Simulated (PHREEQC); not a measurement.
Metal-bearing waste water with nickel, zinc or cadmium bath

Solution A (0.012 mol NiSO4 and 3.5e-05 mol Na2SO4 per kg of water) is mixed with solution B (0.0032 mol Ni(NO3)2, 0.0003 mol Na2SO4 and 0.0013 mol NiCl2 per kg of water) at 25 °C; shares are by mass of water, 1 kg in all. O2 is buffered at 0.21 atm. No CO2 enters from the air. Solids allowed: Ni(OH)2, Ni4(OH)6SO4, Halite, Mirabilite, Morenosite. Others were left out.

Equilibrium calculation in PHREEQC: ion-association model, wateq4f.dat.

Predict NiSO4 (mol/kgw) at share of solution B = 0, 0.4, 0.6, 0.9.


| share of solution B | NiSO4 (mol/kgw) |
|---|---|
| 0 | 0.00358 |
| 0.4 | 0.00208 |
| 0.6 | 0.00137 |
| 0.9 | 0.000378 |

Species that the database lacks are ignored.
